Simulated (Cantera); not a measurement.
**Low-pressure radical oxidation in H2/O2**

An isothermal, constant-pressure homogeneous reactor starts with 4.76 % H2, 95.2 % O2, equivalence ratio 0.025, at 1200 K and 0.0133 bar.

Computed with Cantera and GRI-Mech 3.0 (53 species, 325 reactions). Radical loss at walls, strong at low pressure, is not modelled. The temperature is held fixed by assumption; the heat of reaction is taken as removed at once.

| t (s) | x H2 | x O2 | x H | x O | x H2O | x HO2 |
|---|---|---|---|---|---|---|
| 1.00e-5 | 0.0476 | 0.952 | 3.75e-10 | 4.38e-11 | 2.14e-12 | 4.17e-10 |
| 3.39e-5 | 0.0476 | 0.952 | 1.05e-9 | 4.26e-10 | 6.98e-11 | 1.41e-9 |
| 0.000115 | 0.0476 | 0.952 | 3.01e-9 | 3.61e-9 | 1.84e-9 | 4.79e-9 |
| 0.000389 | 0.0476 | 0.952 | 2.37e-8 | 4.91e-8 | 5.68e-8 | 1.64e-8 |
| 0.00132 | 0.0476 | 0.952 | 1.14e-5 | 2.54e-5 | 3.69e-5 | 1.48e-7 |
| 0.00447 | 0.000919 | 0.916 | 0.00740 | 0.0308 | 0.0413 | 3.43e-6 |
| 0.0152 | 0.000611 | 0.924 | 0.00481 | 0.0242 | 0.0435 | 3.17e-6 |
| 0.0514 | 0.000299 | 0.938 | 0.00156 | 0.0114 | 0.0463 | 2.54e-6 |
| 0.174 | 6.23e-5 | 0.948 | 0.000145 | 0.00233 | 0.0481 | 1.27e-6 |
| 0.590 | 7.41e-6 | 0.951 | 5.98e-6 | 0.000277 | 0.0486 | 3.29e-7 |
| 2.00 | 9.17e-7 | 0.951 | 2.64e-7 | 3.46e-5 | 0.0487 | 6.19e-8 |
x: mole fraction; the columns are a selection and need not sum to one.

Equilibrium at this temperature and pressure: H2 5.54e-9, O2 0.951, H 1.28e-10, O 2.13e-7, H2O 0.0488, HO2 9.88e-9 (gas phase only).
